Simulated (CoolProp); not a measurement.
A single-stage vapour-compression cycle with R1224YDZ: evaporating at 315.15 K (dew point), condensing at 350.15 K (bubble point), superheat 0 K, subcooling 0 K, compressor efficiency 0.65, no pressure losses. Each further row changes one setting.

Model: reference Helmholtz-energy equation of state, Akasaka 2023, in CoolProp.

```json
[
 {"case": "as stated", "cooling COP": "___", "pressure ratio": "2.63", "discharge temperature (K)": "351.5", "refrigerating effect (kJ/kg)": "113", "volumetric capacity (kJ/m³)": "1820"},
 {"case": "evaporating temperature 320.15 K", "cooling COP": "5.80", "pressure ratio": "___", "discharge temperature (K)": "___", "refrigerating effect (kJ/kg)": "___", "volumetric capacity (kJ/m³)": "2170"},
 {"case": "condensing temperature 345.15 K", "cooling COP": "5.76", "pressure ratio": "___", "discharge temperature (K)": "346.6", "refrigerating effect (kJ/kg)": "119", "volumetric capacity (kJ/m³)": "1920"},
 {"case": "subcooling 5 K", "cooling COP": "5.03", "pressure ratio": "2.63", "discharge temperature (K)": "351.5", "refrigerating effect (kJ/kg)": "119", "volumetric capacity (kJ/m³)": "1920"},
 {"case": "superheat 10 K", "cooling COP": "4.87", "pressure ratio": "2.63", "discharge temperature (K)": "361.6", "refrigerating effect (kJ/kg)": "___", "volumetric capacity (kJ/m³)": "___"},
 {"case": "compressor efficiency 0.55", "cooling COP": "4.03", "pressure ratio": "2.63", "discharge temperature (K)": "___", "refrigerating effect (kJ/kg)": "113", "volumetric capacity (kJ/m³)": "1820"}
]
```

Question: Some entries are withheld; supply them.

Answer: 
- as stated, cooling COP: 4.76
- evaporating temperature 320.15 K, pressure ratio: 2.26
- evaporating temperature 320.15 K, discharge temperature (K): 351.1
- evaporating temperature 320.15 K, refrigerating effect (kJ/kg): 116
- condensing temperature 345.15 K, pressure ratio: 2.32
- superheat 10 K, refrigerating effect (kJ/kg): 121
- superheat 10 K, volumetric capacity (kJ/m³): 1880
- compressor efficiency 0.55, discharge temperature (K): 355.8
